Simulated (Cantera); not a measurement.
Mixture: CH4 : O2 : N2 = 1 : 2 : 7.52 (molar parts), equivalence ratio 1.0, at 16.0 bar, adiabatic and at constant volume. Ignition delay is the time to a rise of 400 K.

Model: GRI-Mech 3.0 (53 species, 325 reactions), integrated in Cantera. The pressure lies above the range GRI-Mech 3.0 was tuned for (to about 10 atm).

Problem. Predict: delay at 1300 K; delay at 1375 K; delay at 1450 K; delay at 1525 K; delay at 1600 K; apparent activation energy between 1450 and 1600 K.

Solution. 
- delay at 1300 K: 0.844 ms
- delay at 1375 K: 0.383 ms
- delay at 1450 K: 0.182 ms
- delay at 1525 K: 90.9 µs
- delay at 1600 K: 47.2 µs
- apparent activation energy between 1450 and 1600 K: 170 kJ/mol
